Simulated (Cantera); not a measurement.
Input: 1 mol Na₂CO₃, 4.7 mol H₂S, 0.19 mol O₂, at 14.0 mbar.

These are equilibrium values from Cantera (NASA tables, ideal gas, pure condensed phases), not measurements of a reactor. Candidate condensed phases: C, C₆H₆, C₇H₈, C₈H₁₈, H₂O, H₂SO₄, Na, NaOH, NaO₂, Na₂CO₃, Na₂O, Na₂O₂, Na₂S, Na₂SO₄, S; 131 gas species. Equilibrium is a limit: real reactors are often held back by kinetics, nucleation or transport.

### Question
At 1252 °C, list the 4 most abundant gas species with their mole fractions, and the condensed phases.

### Answer
H₂ 0.243, S₂ 0.212, H₂O 0.200, Na 0.177. Condensed: Na₂S(l).
